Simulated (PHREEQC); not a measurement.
Make-up at 35 °C: 21 mmol/kgw NaHS and 2.2 mmol/kgw HCl. Closed to the air; pH follows from the charge balance.

The numbers come from PHREEQC with the ion-association model, phreeqc.dat.

Precipitation was switched off in this run.

**Question.** What pH, specific conductance does the model give?

**Answer.** pH 7.69; specific conductance 2730 µS/cm.

**Question.** In which forms is S present?

**Answer.** HS- 90 %, H2S 10 % of the S.
